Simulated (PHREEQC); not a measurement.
## Metal-bearing waste water: an equilibrium model

Solution (90 °C): 0.013 mol/kgw FeCl3 and 0.0001 mol/kgw H2SO4. Closed to the air; pH follows from the charge balance.

The numbers come from PHREEQC with the ion-association model, phreeqc.dat.

This is a speciation only: nothing precipitates in the calculation.

Task: Estimate the pH.

Result: pH 2.04.

Task: In which forms is S present?

Result: FeSO4+ 46 %, HSO4- 36 %, SO4-2 14 %, FeHSO4+2 3.8 % of the S.

Saturation is exceeded, for instance for Hematite (slow to form), Goethite (slow to form); the values hold only as long as no solid forms. Species that the database lacks are ignored. At this temperature some constants are extrapolated from 25 °C, and those without enthalpy data are left unchanged.
